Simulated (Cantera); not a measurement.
A jet of H2 : O2 : N2 = 0.018 : 0.17 : 0.79 (molar parts), equivalence ratio 0.053 at 300 K and 0.320 bar hits a platinum plate 6.9 cm away at a mass flux of 0.083 kg/m²/s; the plate temperature is set and raised in steps from an oxygen-covered start.

Computed with Cantera and Deutschmann's 1995 Pt surface mechanism with GRI-Mech 3.0 gas chemistry. Catalytic surfaces can have several steady states; this one follows from the mechanism file's or the stated starting coverage.

x: mole fraction at the wall; θ: surface coverage.

| plate T (K) | wall x H2 | wall x O2 | wall x H2O | wall x OH | θ free Pt | θ O* | θ OH* |
|---|---|---|---|---|---|---|---|
| 500 | 0.00163 | 0.156 | 0.0332 | <1e-8 | 0.0154 | 0.968 | 0.0162 |
| 550 | 0.00162 | 0.156 | 0.0329 | <1e-8 | 0.0162 | 0.974 | 0.00927 |
| 600 | 0.00162 | 0.156 | 0.0327 | <1e-8 | 0.0171 | 0.977 | 0.00578 |
| 650 | 0.00159 | 0.156 | 0.0325 | <1e-8 | 0.0182 | 0.978 | 0.00388 |
| 700 | [?] | 0.156 | 0.0326 | <1e-8 | 0.0211 | 0.976 | 0.00290 |
| 750 | [?] | 0.156 | 0.0331 | <1e-8 | 0.0307 | 0.967 | 0.00253 |
| 800 | [?] | 0.155 | 0.0336 | <1e-8 | 0.0516 | 0.946 | 0.00246 |
| 850 | [?] | 0.155 | 0.0339 | <1e-8 | 0.0846 | 0.913 | 0.00241 |

Problem. Some entries are withheld; supply them.

Solution. 
- 700, wall x H2: 0.00143
- 750, wall x H2: 0.00105
- 800, wall x H2: 0.000662
- 850, wall x H2: 0.000423
